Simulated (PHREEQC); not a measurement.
Dissolve 0.019 mol CdCl2 and 0.0074 mol HCl per kg of water at 3 °C. Closed to the air; pH follows from the charge balance.

Computed with PHREEQC (ion-association model, phreeqc.dat).

```json
[
 {"quantity": "pH", "before": "2.19", "after": "1.21"},
 {"quantity": "ionic strength (mol/kgw)", "before": "0.0404", "after": "0.0981"},
 {"quantity": "Cl- (mol/kgw)", "before": "0.0329", "after": "0.0940"}
]
```

What was changed between the two runs?
(A) CdCl2 left out
(B) HCl from 0.0074 to 0.074 mol/kgw
(C) HCl replaced by FeCl2 at the same molality
(D) 0.0019 mol/kgw Fe2(SO4)3 added
(E) HCl from 0.0074 to 0.0111 mol/kgw

B, HCl from 0.0074 to 0.074 mol/kgw

This is a speciation only: nothing precipitates in the calculation. At this temperature some constants are extrapolated from 25 °C, and those without enthalpy data are left unchanged.
